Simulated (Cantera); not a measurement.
Ignition delay

Mixture: CH4 : O2 : N2 = 1 : 2.7 : 14 (molar parts), at 10.0 bar, adiabatic and at constant pressure. Ignition delay is the time to a rise of 400 K.

Computed with Cantera and GRI-Mech 3.0 (53 species, 325 reactions).

```
T0 (K)  delay (ms)
------  ----------
1000          97.9
1050          42.8
1100          20.4
1150          10.4
1200          5.51
1250          3.04
1300          1.72
1350          1.00
```

* **apparent activation energy between 1250 and 1350 K**: 160 kJ/mol
